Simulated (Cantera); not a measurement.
**Hydrocarbon pyrolysis for carbon deposition**

An isothermal, constant-pressure homogeneous reactor starts with CH4 : N2 : H2O = 1 : 5 : 0.016 (molar parts), at 1800 K and 100000 Pa.

Model: GRI-Mech 3.0 (53 species, 325 reactions), integrated in Cantera. GRI-Mech 3.0 stops at C3 and has no aromatics, soot or wall deposition, so with more carbon than oxygen in the feed, carbon stays in small species such as C2H2 where larger ones or solid carbon would form.

```tsv
t (s)	x CH4	x CH2	x C2H4	x HCN	x C2H6	x H
0.000700	0.126	1.54e-6	0.00819	3.92e-8	0.000627	4.49e-5
0.00165	0.0913	9.56e-7	0.00410	1.42e-7	0.000247	7.33e-5
0.00391	0.0581	6.06e-7	0.00131	3.42e-7	8.92e-5	0.000102
0.00924	0.0313	3.56e-7	0.000536	6.78e-7	2.56e-5	0.000128
0.0218	0.0147	1.85e-7	0.000357	1.13e-6	5.79e-6	0.000148
0.0516	0.00649	8.86e-8	0.000336	1.65e-6	1.18e-6	0.000159
0.122	0.00312	4.46e-8	0.000340	2.22e-6	3.03e-7	0.000165
0.288	0.00196	2.79e-8	0.000342	2.96e-6	1.39e-7	0.000167
0.682	0.00158	2.19e-8	0.000343	4.25e-6	1.02e-7	0.000167
1.61	0.00151	2.07e-8	0.000343	7.09e-6	9.54e-8	0.000167
3.81	0.00150	2.07e-8	0.000343	1.45e-5	9.53e-8	0.000167
9.00	0.00150	2.07e-8	0.000343	3.49e-5	9.52e-8	0.000167
```
x: mole fraction; the columns are a selection and need not sum to one.

Equilibrium at this temperature and pressure: CH4 0.000957, CH2 1.31e-8, C2H4 0.000138, HCN 0.0837, C2H6 3.84e-8, H 0.000167 (gas phase only).
